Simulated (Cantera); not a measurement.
Feed: 1 mol Fe₂O₃, 3.2 mol HCl, 1.7 mol H₂, at 10.0 Torr.

Cantera equilibrium calculation (NASA polynomials, part measured and part estimated; ideal gas, pure solids and liquids). Candidate condensed phases: Fe, FeCl₂, FeCl₃, FeO, Fe(OH)₂, Fe(OH)₃, Fe₂O₃, Fe₃O₄, H₂O; 22 gas species. The tables' stoichiometric FeO is somewhat more stable than real wüstite, so its field is too wide. FeO: taken at fixed stoichiometry. Kinetics and transport are ignored.

At 1773 K, list the 7 most abundant gas species with their mole fractions, and the condensed phases.

H₂O 0.362, HCl 0.334, FeCl₂ 0.158, H₂ 0.143, Cl 0.00168, H 0.000931, Fe 0.000269. Condensed: FeO(l).
